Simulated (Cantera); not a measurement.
Feed: 1 mol Si, 0.29 mol O2, 17 mol N2, equilibrated at 0.170 bar.

Equilibrium computed with Cantera from the NASA thermochemical tables; the gas is ideal and each condensed phase is pure. Candidate condensed phases: Si, SiO2, Si2N2O, Si3N4; 16 gas species. N2 is the only nitrogen source here; it is nearly inert below about 1500 K, so the nitride shown seldom forms there in practice. Equilibrium is a limit: real reactors are often held back by kinetics, nucleation or transport. All values below are at 652 °C.

Base state: N2 1.00 (mole fractions); condensed: SiO2(β-quartz) + Si2N2O(s).

Task: What changes in the equilibrium state with this change: Si replaced by Si3N4?

Result: 
```csv
species,before,after
N2,1.00,1.00
"SiO2(β-quartz), mol",0.0533,0
"Si2N2O(s), mol",0.473,0.580
"Si3N4(s), mol",0,0.613
```
